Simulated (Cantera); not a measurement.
# Adiabatic ignition

An adiabatic, constant-volume homogeneous reactor starts with CH₄ : O₂ : N₂ : H₂O = 1 : 4.44 : 16.7 : 0.23 (molar parts), equivalence ratio 0.45, at 1750 K and 1500 Torr.

Model: GRI-Mech 3.0 (53 species, 325 reactions), integrated in Cantera.

```
t (s)     T (K)  P (bar)   x CH₄    x O₂    x CO₂     x OH     x CH₂   x H₂O₂
--------  -----  -------  ------  ------  -------  -------  --------  -------
9.00e-6    1750     2.00  0.0446   0.198  2.42e-8  1.56e-6  8.01e-10  1.10e-7
2.17e-5    1750     2.00  0.0444   0.198  4.85e-7  4.68e-6   8.36e-9  2.65e-7
5.22e-5    1762     2.01  0.0412   0.196  3.57e-5  5.01e-5   4.37e-7  1.84e-6
0.000126   2670     3.10  <1e-12   0.105   0.0367   0.0159    <1e-12  4.49e-7
0.000303   2693     3.12  <1e-12   0.104   0.0378   0.0150    <1e-12  5.19e-7
0.000731   2686     3.11  <1e-12   0.102   0.0379   0.0147    <1e-12  5.08e-7
0.00176    2675     3.09  <1e-12  0.0991   0.0381   0.0142    <1e-12  4.91e-7
0.00424    2666     3.08  <1e-12  0.0966   0.0383   0.0138    <1e-12  4.78e-7
0.0102     2664     3.08  <1e-12  0.0961   0.0383   0.0137    <1e-12  4.75e-7
0.0246     2664     3.08  <1e-12  0.0961   0.0383   0.0137    <1e-12  4.75e-7
0.0593     2664     3.08  <1e-12  0.0961   0.0383   0.0137    <1e-12  4.75e-7
0.143      2664     3.08  <1e-12  0.0961   0.0383   0.0137    <1e-12  4.75e-7
0.345      2664     3.08  <1e-12  0.0961   0.0383   0.0137    <1e-12  4.75e-7
0.830      2664     3.08  <1e-12  0.0961   0.0383   0.0137    <1e-12  4.75e-7
2.00       2664     3.08  <1e-12  0.0961   0.0383   0.0137    <1e-12  4.75e-7
```
x: mole fraction; the columns are a selection and need not sum to one.

```yaml
time_of_steepest_temperature_rise: 75.1 µs
temperature at 2.00 s: 2664 K
equilibrium_temperature: 2664 K
x(CH₄) at 2.00 s: <1e-12 (gas-phase equilibrium <1e-12)
x(O₂) at 2.00 s: 0.0961 (gas-phase equilibrium 0.0961)
x(CO₂) at 2.00 s: 0.0383 (gas-phase equilibrium 0.0383)
```
